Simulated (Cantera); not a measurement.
A freely propagating, adiabatic, planar premixed flame of CH4 : CO : O2 : N2 : CO2 = 1 : 0.65 : 3.23 : 12.1 : 2.4 (molar parts), unburnt at 525 K and 7500 Torr; mixture-averaged transport, grid criteria slope 0.08 and curve 0.16, no radiation.

Cantera simulation using GRI-Mech 3.0 (53 species, 325 reactions); the numbers are that mechanism's predictions, not measurements. Burning velocities carry a grid error of a few per cent, more on coarse grids.

**Question.** What does this change do: inlet temperature 525 to 450 K?

**Answer.** 
```csv
quantity,before,after
laminar burning velocity,10.1 cm/s,6.54 cm/s
thermal thickness,0.199 mm,0.251 mm
peak x(C2H6),0.000205,0.000181
peak x(H),9.56e-5,6.29e-5
peak x(OH),0.00122,0.000924
```

**Question.** What does this change do: inlet temperature 525 to 498 K?

**Answer.** 
| quantity | before | after |
|---|---|---|
| laminar burning velocity | 10.1 cm/s | 8.63 cm/s |
| thermal thickness | 0.199 mm | 0.216 mm |
| peak x(C2H6) | 0.000205 | 0.000196 |
| peak x(H) | 9.56e-5 | 8.25e-5 |
| peak x(OH) | 0.00122 | 0.00111 |
